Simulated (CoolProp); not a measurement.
Vapour-liquid equilibrium of n-heptane (1) + ethylbenzene (2) at 0.0426 MPa; x and y are mole fractions of (1).

The numbers come from the multi-fluid Helmholtz-energy mixture model, Span 2003 and Zhou 2012; pair parameters Bell 2016 in CoolProp.

| x | bubble temperature (°C) | y at the bubble point | dew temperature at overall composition x (°C) | liquid density (mol/L) |
|---|---|---|---|---|
| 0.05 | 102.3 | 0.172 | 105.4 | 7.389 |
| 0.2 | 92.8 | 0.485 | 101.5 | 7.241 |
| 0.35 | 86.5 | 0.654 | 97.2 | 7.076 |
| 0.5 | 81.9 | 0.765 | 92.2 | 6.907 |
| 0.65 | 78.2 | 0.847 | 86.6 | 6.741 |
| 0.8 | 75.1 | 0.917 | 80.3 | 6.581 |
| 0.95 | 72.3 | 0.980 | 73.6 | 6.428 |

No azeotrope shows between x = 0.05 and 0.95.

The pair parameters rest on a limited set of measurements; away from them the model extrapolates.
